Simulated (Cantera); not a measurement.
Mixture: CH₄ : O₂ : N₂ = 1 : 1.54 : 5.78 (molar parts), equivalence ratio 1.3, at 3.10 bar, adiabatic and at constant volume. Ignition delay is the time to a rise of 400 K.

Model: GRI-Mech 3.0 (53 species, 325 reactions), integrated in Cantera.

**Question.** Predict: delay at 1250 K; delay at 1300 K; delay at 1350 K; delay at 1400 K; delay at 1450 K; delay at 1500 K; apparent activation energy between 1400 and 1500 K.

**Answer.** 
| Property | Result |
|---|---|
| delay at 1250 K | 9.13 ms |
| delay at 1300 K | 4.87 ms |
| delay at 1350 K | 2.67 ms |
| delay at 1400 K | 1.50 ms |
| delay at 1450 K | 0.867 ms |
| delay at 1500 K | 0.513 ms |
| apparent activation energy between 1400 and 1500 K | 190 kJ/mol |
